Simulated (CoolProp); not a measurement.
Properties of n-pentane at several states.

Values from CoolProp's reference Helmholtz-energy equation of state, Thol 2019.

| T (°C) | p (bar) | phase | density (kg/m³) | isothermal compressibility (1/MPa) | viscosity (µPa s) | conductivity (mW/(m K)) |
|---|---|---|---|---|---|---|
| -63.75 | 0.264 | liquid | 704.1 | 0.0009157 | … | 146 |
| 140.95 | 0.242 | gas | 0.5090 | 41.48 | … | 27.8 |
| -49.05 | 0.136 | liquid | 690.9 | … | 374 | 140 |
| 273.65 | 7.13 | gas | 11.83 | 1.468 | … | 47.6 |

**Question.** Some entries are withheld; supply them.

**Answer.** 
- -63.75, viscosity (µPa s): 424
- 140.95, viscosity (µPa s): 9.44
- -49.05, isothermal compressibility (1/MPa): 0.001037
- 273.65, viscosity (µPa s): 12.0

Viscosity comes from a separate model (Quiñones-Cisneros 2006), older than the equation that it now runs on, and unchecked against measurements. Thermal conductivity comes from a separate model (Vassiliou 2015).
